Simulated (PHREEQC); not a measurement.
0.02 g of hydrous ferric oxide (600 m²/g; 0.2 weak and 0.005 strong sites per Fe, Dzombak-Morel constants, diffuse double layer) in 1 kg of water with 0.1 mol/kgw of an inert sodium salt and 5.4e-05 mol/kgw Na2SO4, 2.4e-07 mol/kgw ZnCl2 and 4.6e-08 mol/kgw SrCl2, at 25 °C; the pH is set by adding NaOH or the inert anion's acid. O2 is buffered at 0.21 atm. CO2 from the air is kept out. No solid was allowed to form.

All values are PHREEQC results (ion-association model, wateq4f.dat), not measurements.

**Question.** Predict Sr sorbed (%) at pH = 6.5, 7.5, 9.5, 10.

**Answer.** 
```
pH   Sr sorbed (%)
---  -------------
6.5            0.0
7.5            0.3
9.5           79.2
10            94.6
```
